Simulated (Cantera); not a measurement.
Source: NASA polynomial tables (part measured, part estimated), evaluated in Cantera. Values are per mole of reaction as written; species without (g) are pure solids or liquids, kept so even where they would boil at 1 bar.

2 N(g) + V₂O₅ ⇌ N₂O(g) + 2 VO₂(g), with ΔH° = 221.5 kJ and ΔS° = 313.1 J/K at 300 K.

### Question
How far is the shortcut ΔG° ≈ ΔH°(300 K) − T·ΔS°(300 K) from the full temperature-dependent value at 2048, 2098, 2148, 2198, 2248, 2298, 2348 K?

### Answer
| T (K) | shortcut (kJ) | full (kJ) | difference (kJ) | difference in log10 K | condensed phases |
|---|---|---|---|---|---|
| 2048 | -419.7 | -220.3 | -199.4 | 5.09 | V₂O₅(l) |
| 2098 | -435.4 | -227.0 | -208.4 | 5.19 | V₂O₅(l) |
| 2148 | -451.0 | -233.6 | -217.4 | 5.29 | V₂O₅(l) |
| 2198 | -466.7 | -240.2 | -226.5 | 5.38 | V₂O₅(l) |
| 2248 | -482.3 | -246.7 | -235.7 | 5.48 | V₂O₅(l) |
| 2298 | -498.0 | -253.1 | -244.9 | 5.57 | V₂O₅(l) |
| 2348 | -513.6 | -259.4 | -254.2 | 5.65 | V₂O₅(l) |
The shortcut ignores heat capacities and the phase changes listed.
